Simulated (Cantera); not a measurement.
Cantera run:

```python
import numpy as np
import cantera as ct

gas_names = """
    CL CL2 Fe FeCL FeCL2 FeCL3 Fe2CL4 Fe2CL6 H HCL H2 N NH NH2 NH3 N2 N2H2 N2H4
""".split()
cond_names = """
    Fe(a) Fe(c) Fe(d) Fe(L) FeCL2(s) FeCL2(L) FeCL3(s) FeCL3(L) NH4CL(a) NH4CL(b)
""".split()


# ... load() reads the species with a 1 bar reference pressure and builds the phases ...
atoms = {
    'FeCl2': {'Fe': 1, 'CL': 2},
    'H2': {'H': 2},
    'N2': {'N': 2},
}
top_T = {}  # K; cautious upper limits of use, not melting points


# ... equilibrate(T, P, feed) seeds the gas with the atoms and calls Mixture.equilibrate('TP', solver="vcs", rtol=1e-11, max_steps=5000) ...
results = []
T = 2075  # K
P = 440  # Pa
for m in [0.28, 0.52, 0.96, 1.8, 3.3, 6.1, 11, 21, 39]:
    feed = {'FeCl2': 1, 'H2': 0.28, 'N2': m}  # mol
    mix = equilibrate(T, P, feed)
    results.append((T, P, feed, dict(zip(mix.species_names, mix.species_moles))))

top = {s: max(r[3][s] / sum(r[3][g] for g in gas_names) for r in results) for s in gas_names}
cols = sorted((s for s in top if top[s] > 1e-06), key=lambda s: -top[s])[:7]
seen = [c for c in cond_names if any(r[3].get(c, 0) > 1e-12 for r in results)]
print("log10 of partial pressures in bar; condensed amounts in mol")
print(f"{'n(N2)':>10s}" + "".join(f"{s[:9]:>10s}" for s in cols + seen))
for T, P, feed, n in results:
    ng = sum(n[g] for g in gas_names)
    print(f"{feed['N2']:10.4g}" + "".join(f"{np.log10(max(n[s] / ng * P / 1e5, 1e-99)):10.3f}" for s in cols)
          + "".join(f"{n.get(c, 0):10.4g}" for c in seen))
```

It prints:

```
log10 of partial pressures in bar; condensed amounts in mol
     n(N2)        N2     FeCL2       HCL        Fe        H2        CL         H
      0.28    -3.159    -2.698    -3.079    -3.333    -3.594    -3.989    -4.371
      0.52    -2.948    -2.759    -3.126    -3.376    -3.669    -3.998    -4.409
      0.96    -2.769    -2.852    -3.199    -3.441    -3.787    -4.012    -4.468
       1.8    -2.626    -2.991    -3.309    -3.538    -3.964    -4.033    -4.557
       3.3    -2.527    -3.168    -3.450    -3.659    -4.192    -4.061    -4.670
       6.1    -2.460    -3.388    -3.628    -3.805    -4.473    -4.098    -4.811
        11    -2.420    -3.630    -3.825    -3.958    -4.779    -4.142    -4.964
        21    -2.393    -3.928    -4.066    -4.132    -5.135    -4.205    -5.142
        39    -2.378    -4.247    -4.314    -4.299    -5.479    -4.281    -5.314
```

Equilibrium computed with Cantera from the NASA thermochemical tables; the gas is ideal and each condensed phase is pure.
